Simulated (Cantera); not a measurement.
**NiS + H2 + N2 (hydrogen reduction and annealing atmospheres)**

A closed system holds: 1 mol NiS, a varied amount of H2, 4.6 mol N2, held at 1948 K and 24.0 Pa.

Cantera equilibrium calculation (NASA polynomials, part measured and part estimated; ideal gas, pure solids and liquids). Candidate condensed phases: Ni, NiS, NiS2, Ni3S2, Ni3S4, S; 17 gas species. Equilibrium is a limit: real reactors are often held back by kinetics, nucleation or transport.

From 250 mol H2 to 1400 mol H2 nothing is condensed. The main Ni-bearing gas is Ni throughout.

| n(H2) (mol) | x H2 | x H | x N2 | x Ni |
|---|---|---|---|---|
| 250 | 0.906 | 0.0694 | 0.0173 | 0.00375 |
| 300 | 0.910 | 0.0696 | 0.0145 | 0.00314 |
| 350 | 0.913 | 0.0697 | 0.0125 | 0.00270 |
| 420 | 0.915 | 0.0698 | 0.0104 | 0.00226 |
| 500 | 0.918 | 0.0699 | 0.00877 | 0.00190 |
| 590 | 0.919 | 0.0699 | 0.00744 | 0.00162 |
| 700 | 0.921 | 0.0700 | 0.00628 | 0.00136 |
| 830 | 0.922 | 0.0701 | 0.00531 | 0.00115 |
| 990 | 0.924 | 0.0701 | 0.00445 | 0.000967 |
| 1200 | 0.925 | 0.0701 | 0.00368 | 0.000799 |
| 1400 | 0.925 | 0.0702 | 0.00316 | 0.000686 |
x: gas mole fraction; nothing condenses.
